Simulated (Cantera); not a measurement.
## Reactions in the system C-H-Ni-S

Standard-state values (1 bar) from the NASA 1993 polynomials, evaluated with Cantera. Values are per mole of reaction as written; species without (g) are pure solids or liquids, kept so even where they would boil at 1 bar.

C2H4(g) + Ni3S4 + 2 H2S(g) = 2 CH4(g) + 3 NiS2

| T (K) | ΔH° (kJ) | ΔS° (J/K) | ΔG° (kJ) | log10 K |
|---|---|---|---|---|
| 498 | -254.4 | -230.0 | -139.8 | 14.67 |
| 523 | -254.8 | -230.7 | -134.1 | 13.39 |
| 548 | -255.2 | -231.5 | -128.3 | 12.23 |
| 573 | -255.6 | -232.3 | -122.5 | 11.17 |
| 598 | -256.1 | -233.1 | -116.7 | 10.19 |
